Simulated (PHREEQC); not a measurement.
Dissolve 0.082 mol/kgw HF, 0.0048 mol/kgw (CH3)4NF, 2.5e-05 mol/kgw H4SiO4 and 0.056 mol/kgw H2SO4 at 25 °C. Closed to the air; pH follows from the charge balance.

The numbers come from PHREEQC with the ion-association model, phreeqc.dat.

```tsv
quantity	before	after
pH	1.25	1.50
ionic strength (mol/kgw)	0.0880	0.0498
HSO4- (mol/kgw)	0.0409	0.0178
SO4-2 (mol/kgw)	0.0151	0.0102
F- (mol/kgw)	0.00132	0.00110
HF2- (mol/kgw)	0.000426	0.000176
SI of Quartz (SiO2)	-8.26	-7.14
```

Which change was made?
A) temperature from 25 to 35 °C
B) (CH3)4NF from 0.0048 to 0.00432 mol/kgw
C) HF from 0.082 to 0.0902 mol/kgw
D) diluted 2-fold with water
E) HF from 0.082 to 0.0082 mol/kgw

D, diluted 2-fold with water

No solid was allowed to form. (CH3)4N+ isn't in the database: it is added as a free cation with an ion size of 4 Å. SiF6-2 is the database's only silicon fluoride.
